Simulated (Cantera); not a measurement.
Input (Python, Cantera) and output of one run.

```python
import numpy as np
import cantera as ct

gas_names = """
    CL CL2 Fe FeCL FeCL2 FeCL3 Fe2CL4 Fe2CL6 H HCL H2 N NH NH2 NH3 N2 N2H2 N2H4
""".split()
cond_names = """
    Fe(a) Fe(c) Fe(d) Fe(L) FeCL2(s) FeCL2(L) FeCL3(s) FeCL3(L) NH4CL(a) NH4CL(b)
""".split()


# ... load() reads the species with a 1 bar reference pressure and builds the phases ...
atoms = {
    'FeCl2': {'Fe': 1, 'CL': 2},
    'H2': {'H': 2},
    'N2': {'N': 2},
}
top_T = {}  # K; cautious upper limits of use, not melting points


# ... equilibrate(T, P, feed) seeds the gas with the atoms and calls Mixture.equilibrate('TP', solver="vcs", rtol=1e-11, max_steps=5000) ...
results = []
feed = {'FeCl2': 1, 'H2': 0.86, 'N2': 2}  # mol
T = 1423  # K
P = 88000  # Pa
mix = equilibrate(T, P, feed)
results.append((T, P, feed, dict(zip(mix.species_names, mix.species_moles))))
print(gas.report(threshold=0.0001))
for i in range(1, mix.n_phases):
    print(f"{mix.phase(i).name:16s} {mix.phase_moles(i):12.5e} mol")
```

Result:

```
       temperature   1423 K
          pressure   88000 Pa
           density   0.31815 kg/m^3
  mean mol. weight   42.775 kg/kmol
   phase of matter   gas

                          1 kg             1 kmol
                     ---------------   ---------------
          enthalpy            5209.8        2.2285e+05  J
   internal energy       -2.7139e+05       -1.1609e+07  J
           entropy            6269.9         2.682e+05  J/K
    Gibbs function       -8.9169e+06       -3.8142e+08  J
 heat capacity c_p            913.46             39074  J/K
 heat capacity c_v            719.08             30759  J/K

                      mass frac. Y      mole frac. X     chem. pot. / RT
                     ---------------   ---------------   ---------------
             FeCL2           0.48754           0.16454           -55.453
            Fe2CL4            0.0102         0.0017213           -110.91
               HCL           0.15586           0.18287           -34.875
                H2         0.0062093           0.13175           -20.605
                N2           0.33993           0.51904           -26.635
     [  +13 minor]        0.00026181        7.6067e-05

Fe(c)             3.52459e-01 mol
FeCL2(L)          0.00000e+00 mol
FeCL3(L)          0.00000e+00 mol
```

Equilibrium computed with Cantera from the NASA thermochemical tables; the gas is ideal and each condensed phase is pure.
